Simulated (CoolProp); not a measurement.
Properties of oxygen at several states.

Computed with CoolProp (reference Helmholtz-energy equation of state, Schmidt 1985). Above 300 K oxygen's equation is extrapolated.

```json
[
 {"T (°C)": "65.85", "p (bar)": "61.9", "phase": "supercritical", "Z": "0.9857", "speed of sound (m/s)": "356.3", "Joule-Thomson coefficient (K/MPa)": "1.789", "viscosity (µPa s)": "24.0", "conductivity (mW/(m K))": "32.0"},
 {"T (°C)": "265.35", "p (bar)": "0.415", "phase": "gas", "Z": "1.000", "speed of sound (m/s)": "436.1", "Joule-Thomson coefficient (K/MPa)": "0.5795", "viscosity (µPa s)": "32.2", "conductivity (mW/(m K))": "(withheld)"},
 {"T (°C)": "172.85", "p (bar)": "15.3", "phase": "gas", "Z": "1.002", "speed of sound (m/s)": "401.2", "Joule-Thomson coefficient (K/MPa)": "1.032", "viscosity (µPa s)": "28.3", "conductivity (mW/(m K))": "37.7"},
 {"T (°C)": "339.45", "p (bar)": "296", "phase": "supercritical", "Z": "(withheld)", "speed of sound (m/s)": "(withheld)", "Joule-Thomson coefficient (K/MPa)": "0.01654", "viscosity (µPa s)": "(withheld)", "conductivity (mW/(m K))": "54.9"}
]
```

Problem. Fill in the missing entries.

Solution. 
- 265.35, conductivity (mW/(m K)): 43.6
- 339.45, Z: 1.093
- 339.45, speed of sound (m/s): 523.3
- 339.45, viscosity (µPa s): 39.4

Viscosity comes from a separate model (Lemmon 2004). Thermal conductivity comes from a separate model (Lemmon 2004).
